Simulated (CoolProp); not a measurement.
Cyclopentane along the isobar 0.903 MPa: fugacity coefficient from the reference equation and from simpler models built on Tc = 511.7 K, pc = 4.583 MPa, ω = 0.202; each cubic takes its own stable root.

Values from CoolProp's reference Helmholtz-energy equation of state, Gedanitz 2015.

```tsv
T (K)	phase	reference	van der Waals	Redlich-Kwong	Soave-Redlich-Kwong	Peng-Robinson
425.4	gas	0.8752	0.9095	0.8880	0.8822	0.8744
441	gas	0.8888	0.9169	0.8988	0.8943	0.8866
456.6	gas	0.9005	0.9234	0.9082	0.9049	0.8974
472.1	gas	0.9106	0.9293	0.9165	0.9143	0.9069
487.7	gas	0.9195	0.9346	0.9238	0.9226	0.9154
503.3	gas	0.9274	0.9394	0.9304	0.9300	0.9229
518.9	gas	0.9343	0.9437	0.9363	0.9366	0.9297
534.4	gas	0.9403	0.9476	0.9415	0.9425	0.9357
550	gas	0.9458	0.9512	0.9462	0.9478	0.9412
```
